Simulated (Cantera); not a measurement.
A perfectly stirred reactor is fed with CH4 : H2 : O2 : N2 = 1 : 0.17 : 3.59 : 13.5 (molar parts), equivalence ratio 0.58, at 5.00 bar; it is adiabatic with a 350 K inlet, and is followed from long to short residence time, starting on the burning branch (τ in s: 0.42, 0.14, 0.044, 0.014, 0.0046, 0.0015, 0.00048, 0.00016, 5.1e-05, 1.6e-05).

Cantera simulation using GRI-Mech 3.0 (53 species, 325 reactions); the numbers are that mechanism's predictions, not measurements.

Predict: blow-out, bracketed by the residence times tried; x(CH4) at τ = 0.420 s; x(H2) at τ = 0.420 s; x(O2) at τ = 0.420 s; x(H2O2) at τ = 0.420 s; x(CH4) at τ = 1.50 ms; x(H2) at τ = 1.50 ms; x(O2) at τ = 1.50 ms; x(H2O2) at τ = 1.50 ms; x(C2H6) at τ = 1.50 ms.


```json
{
 "blow_out_bracketed_by_the_residence_times_tried": "burning at 0.480 ms, out at 0.160 ms",
 "x(CH4) at τ = 0.420 s": "3.36e-6",
 "x(H2) at τ = 0.420 s": "7.25e-6",
 "x(O2) at τ = 0.420 s": "0.0828",
 "x(H2O2) at τ = 0.420 s": "6.03e-8",
 "x(CH4) at τ = 1.50 ms": "0.000194",
 "x(H2) at τ = 1.50 ms": "0.000291",
 "x(O2) at τ = 1.50 ms": "0.0843",
 "x(H2O2) at τ = 1.50 ms": "6.31e-7",
 "x(C2H6) at τ = 1.50 ms": "1.47e-7"
}
```
